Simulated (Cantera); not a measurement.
Feed: 1 mol SiH4, 0.054 mol HCl, 3.8 mol H2, held at 0.133 bar.

Method: chemical equilibrium by Gibbs-energy minimisation in Cantera with the NASA 1993 tables (ideal gas, pure condensed phases). Candidate condensed phases: Si; 19 gas species. The tables' values for SiCl are old estimates; treat these amounts as uncertain. Gases not in the tables: Si2H6 and higher silanes. The numbers say what is thermodynamically allowed, not how fast it happens.

Q: At 1948 K, list the 5 most abundant gas species with their mole fractions, and the condensed phases.

A: H2 0.988, HCl 0.00877, H 0.00308, SiCl2 0.000198, Si 0.000174. Condensed: Si(l).
